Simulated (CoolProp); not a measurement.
CH2F2 (R32) along the isobar 7.54 MPa: density (kg/m³) from the reference equation and from simpler models built on Tc = 78.1 °C, pc = 5.783 MPa, ω = 0.277; each cubic takes its own stable root.

The numbers come from the reference Helmholtz-energy equation of state, Tillner-Roth 1997 in CoolProp.

```json
[
 {"T (°C)": "-43.95", "phase": "liquid", "reference": "1205"},
 {"T (°C)": "-23.45", "phase": "liquid", "reference": "1149"},
 {"T (°C)": "-2.85", "phase": "liquid", "reference": "1087"},
 {"T (°C)": "17.75", "phase": "liquid", "reference": "1020"},
 {"T (°C)": "38.35", "phase": "liquid", "reference": "941.6"},
 {"T (°C)": "58.95", "phase": "liquid", "reference": "843.5"},
 {"T (°C)": "79.55", "phase": "supercritical", "reference": "687.3"},
 {"T (°C)": "100.05", "phase": "supercritical", "reference": "286.7"},
 {"T (°C)": "120.65", "phase": "supercritical", "reference": "197.1"},
 {"T (°C)": "141.25", "phase": "supercritical", "reference": "163.2"},
 {"T (°C)": "161.85", "phase": "supercritical", "reference": "142.9"}
]
```

How far does each simpler model (van der Waals, Redlich-Kwong) lie from the reference over these 11 states: mean and median of the absolute difference, and the worst?


- van der Waals: mean 30.6 %, median 43.9 %, worst -47.5 % at -43.95 °C and 7.54 MPa
- Redlich-Kwong: mean 16.8 %, median 24.6 %, worst -28.2 % at 79.55 °C and 7.54 MPa
